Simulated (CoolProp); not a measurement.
Vapour-liquid equilibrium of carbon dioxide (1) + CHF3 (R23) (2) at 254.4 K; x and y are mole fractions of (1).

The numbers come from the multi-fluid Helmholtz-energy mixture model, Span 1996 and Penoncello 2003; pair parameters Bell 2016 in CoolProp.

| x | bubble pressure (MPa) | y at the bubble point | dew pressure at overall composition x (MPa) | liquid density (mol/L) |
|---|---|---|---|---|
| 0.05 | 1.491 | ? | 1.480 | ? |
| 0.2 | 1.609 | 0.256 | 1.572 | ? |
| 0.35 | 1.720 | 0.421 | 1.671 | 18.34 |
| 0.5 | 1.820 | ? | ? | 19.26 |
| 0.65 | 1.906 | ? | 1.875 | 20.29 |
| 0.8 | 1.978 | 0.827 | ? | ? |
| 0.95 | 2.033 | 0.955 | 2.031 | 22.82 |

**Question.** Complete the blanks.

**Answer.** 
- 0.05, y at the bubble point: 0.068
- 0.05, liquid density (mol/L): 16.79
- 0.2, liquid density (mol/L): 17.53
- 0.5, y at the bubble point: 0.567
- 0.5, dew pressure at overall composition x (MPa): 1.774
- 0.65, y at the bubble point: 0.700
- 0.8, dew pressure at overall composition x (MPa): 1.964
- 0.8, liquid density (mol/L): 21.47

No azeotrope shows between x = 0.05 and 0.95.

Pair parameters are fitted to limited data, so mixtures are less certain than the pure fluids.
